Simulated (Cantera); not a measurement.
Charge: 1 mol c-C₄F₈, held at 1623 K and 1.33 mbar.

These are equilibrium values from Cantera (NASA tables, ideal gas, pure condensed phases), not measurements of a reactor. Candidate condensed phases: C; 13 gas species. The feed counts by its element totals alone. Gases not in the tables: C₂F₆ and larger saturated fluorocarbons. Equilibrium is a limit: real reactors are often held back by kinetics, nucleation or transport.

Base state: CF₄ 0.991, CF₂ 0.00634, F 0.00193, CF₃ 0.000646 (mole fractions); condensed: C(graphite).

What changes in the equilibrium state with this change: pressure from 1.33 mbar to 4.60 Pa?


```tsv
species	before	after
CF₄	0.991	0.941
CF₂	0.00634	0.0333
F	0.00193	0.0238
CF	8.83e-7	1.09e-5
CF₃	0.000646	0.00144
C(graphite), mol	1.99	1.98
```
